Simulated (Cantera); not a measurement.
A closed system holds: 1 mol Hg, 0.49 mol H2, 9 mol N2, equilibrated at 900 K and 0.00480 bar.

Equilibrium computed with Cantera from the NASA thermochemical tables; the gas is ideal and each condensed phase is pure. Candidate condensed phases: Hg; 10 gas species. Kinetics and transport are ignored.

Task: What is the equilibrium state?

Result: 
```json
{
  "x(N2)": "0.858",
  "x(Hg)": "0.0953",
  "x(H2)": "0.0467",
  "gas_amount": "10.49 mol",
  "log10 activity of Hg(l) (absent)": "-4.79"
}
```
